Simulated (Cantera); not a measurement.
What does this Cantera script print?

```python
import numpy as np
import cantera as ct

gas_names = """
    F FO FO2 F2 F2O H HF HOF HO2 H2 H2F2 H2O H2O2 H3F3 H4F4 H5F5 H6F6 H7F7 O OH O2 O3
""".split()
cond_names = """
    H2O(s) H2O(L)
""".split()


# ... load() reads the species with a 1 bar reference pressure and builds the phases ...
atoms = {
    'HF': {'H': 1, 'F': 1},
    'O2': {'O': 2},
}
top_T = {}  # K; cautious upper limits of use, not melting points


# ... equilibrate(T, P, feed) seeds the gas with the atoms and calls Mixture.equilibrate('TP', solver="vcs", rtol=1e-11, max_steps=5000) ...
results = []
feed = {'HF': 1, 'O2': 0.36}  # mol
P = 470  # Pa
for T in [2350, 2400, 2450, 2500, 2550, 2600, 2650, 2700, 2750, 2800, 2850]:
    mix = equilibrate(T, P, feed)
    results.append((T, P, feed, dict(zip(mix.species_names, mix.species_moles))))

top = {s: max(r[3][s] / sum(r[3][g] for g in gas_names) for r in results) for s in gas_names}
cols = sorted((s for s in top if top[s] > 1e-05), key=lambda s: -top[s])[:5]
seen = [c for c in cond_names if any(r[3].get(c, 0) > 1e-12 for r in results)]
print("log10 of partial pressures in bar; condensed amounts in mol")
print(f"{'T/K':>10s}" + "".join(f"{s[:9]:>10s}" for s in cols + seen))
for T, P, feed, n in results:
    ng = sum(n[g] for g in gas_names)
    print(f"{T:10.4g}" + "".join(f"{np.log10(max(n[s] / ng * P / 1e5, 1e-99)):10.3f}" for s in cols)
          + "".join(f"{n.get(c, 0):10.4g}" for c in seen))
```

Output:

```
log10 of partial pressures in bar; condensed amounts in mol
       T/K        HF         O        O2         F         H
      2350    -2.482    -3.663    -2.966    -4.224    -4.927
      2400    -2.488    -3.554    -2.984    -4.137    -4.746
      2450    -2.495    -3.452    -3.007    -4.051    -4.575
      2500    -2.503    -3.357    -3.035    -3.968    -4.415
      2550    -2.514    -3.269    -3.070    -3.886    -4.265
      2600    -2.526    -3.189    -3.111    -3.805    -4.124
      2650    -2.540    -3.116    -3.161    -3.726    -3.992
      2700    -2.556    -3.052    -3.220    -3.649    -3.868
      2750    -2.575    -2.996    -3.288    -3.574    -3.754
      2800    -2.597    -2.949    -3.368    -3.501    -3.647
      2850    -2.621    -2.910    -3.458    -3.430    -3.548
```

Method: chemical equilibrium by Gibbs-energy minimisation in Cantera with the NASA 1993 tables (ideal gas, pure condensed phases).
